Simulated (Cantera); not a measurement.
A closed system holds: 1 mol CH3SiCl3, 0.14 mol C2H4, 2000 mol H2, equilibrated at 1575 °C and 1.33 mbar.

These are equilibrium values from Cantera (NASA tables, ideal gas, pure condensed phases), not measurements of a reactor. Candidate condensed phases: C, C6H6, C7H8, C8H18, Si, SiC; 109 gas species. The feed counts by its element totals alone. The numbers say what is thermodynamically allowed, not how fast it happens.

Base state: H2 0.984, H 0.0144, HCl 0.00147, Si 0.000176, C2H2 (acetylene) 0.000161, Cl 1.63e-5 (mole fractions); condensed: SiC(s).

Task: What changes in the equilibrium state with this change: pressure from 1.33 mbar to 0.100 bar?

Result: 
```tsv
species	before	after
H2	0.984	0.997
H	0.0144	0.00167
HCl	0.00147	0.00149
Si	0.000176	3.94e-6
CH4	6.78e-7	3.11e-5
Cl	1.63e-5	1.91e-6
C2H2 (acetylene)	0.000161	5.78e-5
SiC(s), mol	0.613	0.983
```
